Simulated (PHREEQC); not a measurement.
Consider water at 25 °C with 0.37 mol/kgw NiSO4, 0.015 mol/kgw NaCl and 0.0042 mol/kgw H2SO4. Closed to the air; pH follows from the charge balance.

Computed with PHREEQC (ion-association model, wateq4f.dat).

| Quantity | Value |
|---|---|
| pH | 2.81 |
| ionic strength | 0.621 mol/kgw |
| activity of water | 0.991 |
| total alkalinity | -8.40 meq/kg |

```tsv
species	molality	activity	log γ
NiSO4	0.216	0.249	0.062
Ni+2	0.152	0.0459	-0.519
SO4-2	0.148	0.0278	-0.725
Cl-	0.0136	0.00856	-0.202
Na+	0.0131	0.00926	-0.151
HSO4-	0.00637	0.00415	-0.186
H+	0.00203	0.00154	-0.121
```

No solid was allowed to form. Complexes and solids missing from the database can't appear.
